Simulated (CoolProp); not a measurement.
Vapour-liquid equilibrium of n-heptane (1) + p-xylene (2) at 271 kPa; x and y are mole fractions of (1).

Values from CoolProp's multi-fluid Helmholtz-energy mixture model, Span 2003 and Zhou 2012; pair parameters Bell 2016.

Q: Give the bubble temperature and the first vapour's composition at x = 0.15, 0.85, 0.95. Is there an azeotrope?

A: x = 0.15: 441.0 K, y = 0.321; x = 0.85: 412.9 K, y = 0.925; x = 0.95: 410.3 K, y = 0.976. No azeotrope shows between x = 0.05 and 0.95.

Pair parameters are fitted to limited data, so mixtures are less certain than the pure fluids.
